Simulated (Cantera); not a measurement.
A perfectly stirred reactor is fed with 3.08 % CH4, 96.9 % H2, at 20.0 Torr; it is held at 1650 K, and followed from long to short residence time.

Model: GRI-Mech 3.0 (53 species, 325 reactions), integrated in Cantera. GRI-Mech 3.0 stops at C3 and has no aromatics, soot or wall deposition, so with more carbon than oxygen in the feed, carbon stays in small species such as C2H2 where larger ones or solid carbon would form. Radical loss at walls, strong at low pressure, is not modelled.

One state of this run: x CH4 = 0.0304; x H2 = 0.969; x CH3 = 0.000172; x H = 0.000271; x C2H = 1.25e-10; x C2H2 = 0.000102; x CH2 = 4.49e-8. x: mole fraction; the columns are a selection and need not sum to one.

Task: Which value of τ (s) does it belong to?
(A) 0.45
(B) 4.9
(C) 0.041
(D) 2.2

Result: C, 0.041
